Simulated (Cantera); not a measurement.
**Adiabatic ignition**

An adiabatic, constant-pressure homogeneous reactor starts with 15.5 % CO, 8.05 % H₂, 1.44 % CH₄, 4.80 % O₂, 70.2 % N₂, at 1175 K and 1.00 bar.

Model: GRI-Mech 3.0 (53 species, 325 reactions), integrated in Cantera.

| t (s) | T (K) | x CO | x H₂ | x CH₄ | x CH₂ | x NO₂ | x CH₂O |
|---|---|---|---|---|---|---|---|
| 3.00e-6 | 1175 | 0.155 | 0.0805 | 0.0144 | <1e-12 | <1e-12 | <1e-12 |
| 6.68e-6 | 1175 | 0.155 | 0.0805 | 0.0144 | <1e-12 | <1e-12 | <1e-12 |
| 1.49e-5 | 1175 | 0.155 | 0.0805 | 0.0144 | <1e-12 | <1e-12 | 7.08e-12 |
| 3.32e-5 | 1175 | 0.155 | 0.0805 | 0.0144 | <1e-12 | <1e-12 | 7.73e-11 |
| 7.39e-5 | 1175 | 0.155 | 0.0805 | 0.0144 | <1e-12 | <1e-12 | 1.25e-9 |
| 0.000165 | 1175 | 0.155 | 0.0804 | 0.0144 | 3.27e-10 | <1e-12 | 3.24e-7 |
| 0.000367 | 1205 | 0.155 | 0.0784 | 0.0130 | 1.34e-7 | 1.19e-12 | 0.000145 |
| 0.000818 | 1612 | 0.156 | 0.0479 | 0.000306 | 2.69e-6 | 1.11e-11 | 1.18e-5 |
| 0.00182 | 1760 | 0.139 | 0.0588 | 1.08e-11 | <1e-12 | 2.85e-12 | 3.32e-9 |
| 0.00406 | 1779 | 0.140 | 0.0596 | 1.71e-11 | <1e-12 | 1.55e-12 | 3.42e-9 |
| 0.00904 | 1785 | 0.140 | 0.0599 | 2.44e-11 | <1e-12 | 1.09e-12 | 3.47e-9 |
| 0.0201 | 1787 | 0.141 | 0.0600 | 3.27e-11 | <1e-12 | <1e-12 | 3.49e-9 |
| 0.0449 | 1788 | 0.141 | 0.0600 | 4.56e-11 | <1e-12 | <1e-12 | 3.51e-9 |
| 0.100 | 1788 | 0.141 | 0.0600 | 6.98e-11 | <1e-12 | <1e-12 | 3.51e-9 |
x: mole fraction; the columns are a selection and need not sum to one.

```yaml
time_of_steepest_temperature_rise: 0.804 ms
temperature at 0.100 s: 1788 K
equilibrium_temperature: 1788 K
x(CO) at 0.100 s: 0.141 (gas-phase equilibrium 0.141)
x(H₂) at 0.100 s: 0.0600 (gas-phase equilibrium 0.0600)
x(CH₄) at 0.100 s: 6.98e-11 (gas-phase equilibrium 1.41e-10)
```
